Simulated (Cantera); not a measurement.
What does this Cantera script print?

```python
import numpy as np
import cantera as ct

gas_names = """
    B BF BF2 BF3 BH BHF2 BH2 BH3 BN B2 F F2 H HF H2 H2F2 H3F3 H4F4 H5F5 H6F6 H7F7 N NF NF2 NF3 NH NH2
    NH3 N2 N2H2 N2H4
""".split()
cond_names = """
    B(b) B(L) BN(s)
""".split()


# ... load() reads the species with a 1 bar reference pressure and builds the phases ...
atoms = {
    'BF3': {'B': 1, 'F': 3},
    'NH3': {'N': 1, 'H': 3},
    'H2': {'H': 2},
}
top_T = {'BN(s)': 3200}  # K; cautious upper limits of use, not melting points


# ... equilibrate(T, P, feed) seeds the gas with the atoms and calls Mixture.equilibrate('TP', solver="vcs", rtol=1e-11, max_steps=5000) ...
results = []
T = 975  # K
P = 133.322  # Pa
for m in [4.4, 7.1, 11, 18, 29, 47, 75, 120]:
    feed = {'BF3': 1, 'NH3': 2.4, 'H2': m}  # mol
    mix = equilibrate(T, P, feed)
    results.append((T, P, feed, dict(zip(mix.species_names, mix.species_moles))))

top = {s: max(r[3][s] / sum(r[3][g] for g in gas_names) for r in results) for s in gas_names}
cols = sorted((s for s in top if top[s] > 0.0001), key=lambda s: -top[s])[:7]
seen = [c for c in cond_names if any(r[3].get(c, 0) > 1e-12 for r in results)]
print("log10 of partial pressures in bar; condensed amounts in mol")
print(f"{'n(H2)':>10s}" + "".join(f"{s[:9]:>10s}" for s in cols + seen))
for T, P, feed, n in results:
    ng = sum(n[g] for g in gas_names)
    print(f"{feed['H2']:10.4g}" + "".join(f"{np.log10(max(n[s] / ng * P / 1e5, 1e-99)):10.3f}" for s in cols)
          + "".join(f"{n.get(c, 0):10.4g}" for c in seen))
```

Result:

```
log10 of partial pressures in bar; condensed amounts in mol
     n(H2)        H2        N2       BF3        HF     BN(s)
       4.4    -2.984    -3.812    -3.901    -4.822   0.03835
       7.1    -2.959    -3.915    -4.005    -4.862   0.04426
        11    -2.938    -4.031    -4.124    -4.910   0.05157
        18    -2.919    -4.184    -4.280    -4.978   0.06246
        29    -2.905    -4.352    -4.451    -5.056   0.07631
        47    -2.895    -4.536    -4.641    -5.145   0.09436
        75    -2.888    -4.725    -4.837    -5.238    0.1165
       120    -2.884    -4.923    -5.043    -5.338    0.1442
```

Equilibrium computed with Cantera from the NASA thermochemical tables; the gas is ideal and each condensed phase is pure.
